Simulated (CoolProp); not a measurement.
Dimethyl carbonate along the isotherm 302.55 °C: fugacity coefficient from the reference equation and from simpler models built on Tc = 283.9 °C, pc = 4909 kPa, ω = 0.346; each cubic takes its own stable root.

The numbers come from the reference Helmholtz-energy equation of state, Zhou 2011 in CoolProp.

```
p (kPa)          phase  reference  van der Waals  Soave-Redlich-Kwong  Peng-Robinson
-------  -------------  ---------  -------------  -------------------  -------------
23.3               gas     0.9985         0.9987               0.9986         0.9984
41.4               gas     0.9974         0.9977               0.9974         0.9971
73.6               gas     0.9954         0.9959               0.9955         0.9949
131                gas     0.9917         0.9927               0.9919         0.9909
233                gas     0.9853         0.9870               0.9857         0.9839
414                gas     0.9740         0.9769               0.9746         0.9715
736                gas     0.9540         0.9591               0.9550         0.9497
1310               gas     0.9188         0.9273               0.9204         0.9115
2330               gas     0.8572         0.8710               0.8601         0.8455
4140               gas     0.7491         0.7698               0.7550         0.7332
7360     supercritical     0.5498         0.5697               0.5646         0.5398
```
